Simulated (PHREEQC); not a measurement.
Spent oxide etchant: speciation

Consider water at 25 °C and 50 atm with 0.6 mmol/kgw HF, 0.64 mmol/kgw H2SiF6 and 0.34 mmol/kgw HCl. Closed to the air; pH follows from the charge balance.

Model: ion-association model, phreeqc.dat, run in PHREEQC.

```yaml
pH: 2.78
ionic_strength: 0.00209 mol/kgw
total_alkalinity: -4.78 meq/kg
```

```tsv
species	molality	activity	log γ
H+	0.00175	0.00167	-0.021
HF	0.00164	0.00164	0.000
F-	0.000711	0.000675	-0.022
SiF6-2	0.000346	0.000284	-0.087
Cl-	0.000340	0.000323	-0.022
H4SiO4	0.000294	0.000294	0.000
HF2-	4.38e-6	4.17e-6	-0.022
```

This is a speciation only: nothing precipitates in the calculation. Examples of supersaturated solids here: Quartz (slow to form). Others may be too. Species that the database lacks are ignored. Under pressure, the constants of complexes without a molar volume in the database are unreliable. SiF6-2 is the database's only silicon fluoride.
